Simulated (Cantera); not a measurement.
Feed: 1 mol SiCl4, 0.85 mol Cl2, 0.36 mol H2, at 1600 K and 0.690 bar.

Equilibrium computed with Cantera from the NASA thermochemical tables; the gas is ideal and each condensed phase is pure. Candidate condensed phases: Si; 19 gas species. The tables' values for SiCl3 are old estimates; treat these amounts as uncertain. Kinetics and transport are ignored.

Base state: SiCl4 0.439, HCl 0.316, Cl2 0.187, Cl 0.0572, SiCl3 0.000142 (mole fractions); condensed: gas only.

Question: What changes in the equilibrium state with this change: temperature from 1600 K to 798.15 K?

Answer: 
```
species    before    after
-------  --------  -------
SiCl4       0.439    0.452
HCl         0.316    0.326
Cl2         0.187    0.222
Cl         0.0572  5.08e-6
SiCl3    0.000142    <1e-9
```

Question: What changes in the equilibrium state with this change: temperature from 1600 K to 625 K?

Answer: 
```json
[
 {"species": "SiCl4", "before": "0.439", "after": "0.452"},
 {"species": "HCl", "before": "0.316", "after": "0.326"},
 {"species": "Cl2", "before": "0.187", "after": "0.222"},
 {"species": "Cl", "before": "0.0572", "after": "2.97e-8"},
 {"species": "SiCl3", "before": "0.000142", "after": "<1e-9"}
]
```
